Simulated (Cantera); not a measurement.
Input: 1 mol Si, 0.68 mol O₂, 400 mol N₂, equilibrated at 875 °C and 10.0 Torr.

Method: chemical equilibrium by Gibbs-energy minimisation in Cantera with the NASA 1993 tables (ideal gas, pure condensed phases). Candidate condensed phases: Si, SiO₂, Si₂N₂O, Si₃N₄; 16 gas species. N₂ is the only nitrogen source here; it is nearly inert below about 1500 K, so the nitride shown seldom forms there in practice. Mutual solubility and eutectic melting of coexisting phases are not modelled. The tables hold silica as quartz up to 1696 K and as liquid above; real silica turns to tridymite and cristobalite and melts near 1996 K. The numbers say what is thermodynamically allowed, not how fast it happens.

Base state: N₂ 1.00 (mole fractions); condensed: SiO₂(β-quartz) + Si₂N₂O(s).

What changes in the equilibrium state with this change: 0.48 mol NH₃ added?


```tsv
species	before	after
N₂	1.00	0.998
H₂	0	0.00180
SiO₂(β-quartz), mol	0.573	0.573
Si₂N₂O(s), mol	0.213	0.213
```
Further candidate phases: H₂O.
